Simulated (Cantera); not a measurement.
Cantera run, input and output.

```python
import numpy as np
import cantera as ct

gas = ct.Solution("gri30.yaml")
gas.TPX = 1275, 12000, {'N2O': 1, 'H2O': 0.18}
reactor = ct.IdealGasConstPressureReactor(gas, energy="off", clone=False)
net = ct.ReactorNet([reactor])
net.rtol, net.atol = 1e-08, 1e-18
show = ['N2O', 'H2O', 'H2O2', 'NO', 'O2']
times = np.geomspace(7e-06, 3, 11)

steps = ct.SolutionArray(gas, extra=["t"])
rows = []
print(f"{'t/s':>10s}{'T/K':>9s}{'P/Pa':>11s}" + "".join(f"{s:>11s}" for s in show))
for t in times:
    while net.time < t:
        t_next = net.step()
        steps.append(gas.state, t=t_next)
    rows.append([np.interp(t, steps.t, y) for y in (steps.T, steps.P, *steps(*show).X.T)])
    print(f"{t:10.3e}{rows[-1][0]:9.1f}{rows[-1][1]:11.4g}" + "".join(f"{x:11.3e}" for x in rows[-1][2:]))
rate = np.gradient(steps.T, steps.t)
print("integrator steps:", len(steps.t))
if steps.T.max() > steps.T[0] + 200:
    print(f"time of steepest temperature rise: {steps.t[rate.argmax()]:.4e} s")
gas.TPX = 1275, 12000, {'N2O': 1, 'H2O': 0.18}
gas.equilibrate("TP")
print(f"equilibrium (TP): T = {gas.T:.1f} K  " + "  ".join(f"{s} {gas[s].X[0]:.3e}" for s in show))
```

Output:

```
       t/s      T/K       P/Pa        N2O        H2O       H2O2         NO         O2
 7.000e-06   1275.0    1.2e+04  8.475e-01  1.525e-01  1.534e-15  2.879e-08  9.058e-08
 2.560e-05   1275.0    1.2e+04  8.474e-01  1.525e-01  2.566e-13  3.296e-07  1.038e-06
 9.365e-05   1275.0    1.2e+04  8.474e-01  1.525e-01  3.528e-11  2.769e-06  8.725e-06
 3.425e-04   1275.0    1.2e+04  8.473e-01  1.525e-01  2.992e-09  1.423e-05  4.519e-05
 1.253e-03   1275.0    1.2e+04  8.467e-01  1.525e-01  1.197e-07  5.622e-05  1.911e-04
 4.583e-03   1275.0    1.2e+04  8.448e-01  1.524e-01  2.165e-07  2.014e-04  7.990e-04
 1.676e-02   1275.0    1.2e+04  8.375e-01  1.520e-01  1.523e-07  6.870e-04  3.032e-03
 6.131e-02   1275.0    1.2e+04  8.117e-01  1.506e-01  9.309e-08  2.404e-03  1.099e-02
 2.242e-01   1275.0    1.2e+04  7.271e-01  1.461e-01  4.657e-08  8.340e-03  3.745e-02
 8.202e-01   1275.0    1.2e+04  5.043e-01  1.341e-01  2.749e-08  2.411e-02  1.078e-01
 3.000e+00   1275.0    1.2e+04  1.691e-01  1.162e-01  1.872e-08  4.679e-02  2.145e-01
integrator steps: 1234
equilibrium (TP): T = 1275.0 K  N2O 7.047e-09  H2O 1.071e-01  H2O2 9.132e-10  NO 3.487e-04  O2 2.974e-01
```

Computed with Cantera and GRI-Mech 3.0 (53 species, 325 reactions). GRI-Mech 3.0 was tuned for natural gas; its chemistry of N2O as a main component is partial and can be far from experiment. The mechanism lacks the step 2 NO + O2 → 2 NO2, which can matter for NO2 below about 1400 K. The temperature is held fixed by assumption; the heat of reaction is taken as removed at once.
